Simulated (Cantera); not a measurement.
Input: 1 mol CF4, 5.3 mol H2, 0.015 mol F2, held at 2000 °C and 100000 Pa.

Equilibrium computed with Cantera from the NASA thermochemical tables; the gas is ideal and each condensed phase is pure. Rates play no part.

```tsv
species	before	after
HF	0.549	0.539
H2	0.443	0.406
H	0.00560	0.0433
C2H2 (acetylene)	0.00167	0.0114
C3	1.01e-8	1.65e-5
C2H	8.90e-7	0.000140
CF	1.14e-7	1.41e-5
C4H2	2.58e-6	0.000132
C2H2 (vinylidene)	5.58e-7	1.89e-5
F	7.57e-6	0.000216
C(graphite), mol	0.975	0.823
```
Gas species are given as mole fractions.

What was changed between the two runs?
A. pressure from 100000 Pa to 1.70 Pa
B. temperature from 2000 °C to 2475 °C
C. temperature from 2000 °C to 425 °C
D. CF4 replaced by C2F6

B, temperature from 2000 °C to 2475 °C
